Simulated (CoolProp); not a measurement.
Vapour-liquid equilibrium of propane (1) + isohexane (2) at 329 kPa; x and y are mole fractions of (1).

Computed with CoolProp (multi-fluid Helmholtz-energy mixture model, Lemmon 2009 and Lemmon 2006; pair parameters Bell 2016).

| x | bubble temperature (K) | y at the bubble point | dew temperature at overall composition x (K) | liquid density (mol/L) |
|---|---|---|---|---|
| 0.05 | 357.8 | 0.373 | 373.7 | 6.965 |
| 0.2 | 319.0 | 0.829 | 366.8 | 7.869 |
| 0.35 | 297.6 | 0.936 | 359.1 | 8.649 |
| 0.5 | 284.5 | 0.971 | 350.0 | 9.411 |
| 0.65 | 275.5 | 0.986 | [?] | 10.21 |
| 0.8 | [?] | 0.994 | 323.0 | [?] |
| 0.95 | 263.3 | 0.999 | 293.0 | 12.00 |

Task: What belongs in the gaps?

Result: 
- 0.65, dew temperature at overall composition x (K): 338.7
- 0.8, bubble temperature (K): 268.8
- 0.8, liquid density (mol/L): 11.06

No azeotrope shows between x = 0.05 and 0.95.

The pair parameters rest on a limited set of measurements; away from them the model extrapolates.
